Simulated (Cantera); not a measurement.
Thermodynamics of hydrogen reduction and annealing atmospheres, feed FeS + H2

Charge: 1 mol FeS, 1400 mol H2, equilibrated at 1.00 bar.

Equilibrium computed with Cantera from the NASA thermochemical tables; the gas is ideal and each condensed phase is pure. Candidate condensed phases: Fe, FeS, FeS2, S; 8 gas species. FeS: taken at fixed stoichiometry. Equilibrium is a limit: real reactors are often held back by kinetics, nucleation or transport.

| T (K) | x H2 | x H | x H2S | x Fe | x SH | x S | x S2 | n Fe(α) | n FeS(s) | n Fe(γ) | n Fe(δ) | n Fe(l) |
|---|---|---|---|---|---|---|---|---|---|---|---|---|
| 600 | 1.000 | <1e-12 | 5.30e-6 | <1e-12 | <1e-12 | <1e-12 | <1e-12 | 0.00742 | 0.993 | 0 | 0 | 0 |
| 800 | 1.000 | 2.90e-12 | 0.000154 | <1e-12 | 6.66e-12 | <1e-12 | <1e-12 | 0.215 | 0.785 | 0 | 0 | 0 |
| 1000 | 0.999 | 2.27e-9 | 0.000714 | <1e-12 | 4.31e-9 | <1e-12 | 2.77e-11 | 1.00 | 0 | 0 | 0 | 0 |
| 1200 | 0.999 | 1.97e-7 | 0.000714 | 4.96e-11 | 1.17e-7 | 1.69e-11 | 1.03e-9 | 0 | 0 | 1.00 | 0 | 0 |
| 1400 | 0.999 | 4.86e-6 | 0.000713 | 1.53e-8 | 1.24e-6 | 1.37e-9 | 1.37e-8 | 0 | 0 | 1.000 | 0 | 0 |
| 1600 | 0.999 | 5.43e-5 | 0.000707 | 1.10e-6 | 7.20e-6 | 3.71e-8 | 9.40e-8 | 0 | 0 | 0.998 | 0 | 0 |
| 1800 | 0.999 | 0.000358 | 0.000685 | 2.95e-5 | 2.76e-5 | 4.71e-7 | 4.02e-7 | 0 | 0 | 0 | 0.959 | 0 |
| 2000 | 0.997 | 0.00162 | 0.000631 | 0.000365 | 7.65e-5 | 3.41e-6 | 1.15e-6 | 0 | 0 | 0 | 0 | 0.489 |
x: gas mole fraction; n: condensed amount in mol.

From 600 K to 800 K the condensed part is Fe(α) + FeS(s). At 1000 K the condensed part is Fe(α). From 1200 K to 1600 K the condensed part is Fe(γ). At 1800 K the condensed part is Fe(δ). At 2000 K the condensed part is Fe(l).
